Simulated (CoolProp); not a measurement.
R141b at 298.15 K and 0.347 MPa is throttled through a valve to 0.175 MPa with no heat exchange. Each further row changes one setting.

Model: reference Helmholtz-energy equation of state, Lemmon 2006, in CoolProp. It is a short technical equation, of lower accuracy than the large ones.

| case | temperature change (K) | final phase | final density (kg/m³) |
|---|---|---|---|
| as stated | ? | liquid | 1230 |
| outlet pressure 0.0525 MPa | ? | ? | ? |
| outlet pressure 0.227 MPa | ? | liquid | 1230 |

Complete the blanks.


- as stated, temperature change (K): +0.1
- outlet pressure 0.0525 MPa, temperature change (K): -10.4
- outlet pressure 0.0525 MPa, final phase: two-phase, vapour fraction 0.052
- outlet pressure 0.0525 MPa, final density (kg/m³): 48.5
- outlet pressure 0.227 MPa, temperature change (K): +0.0
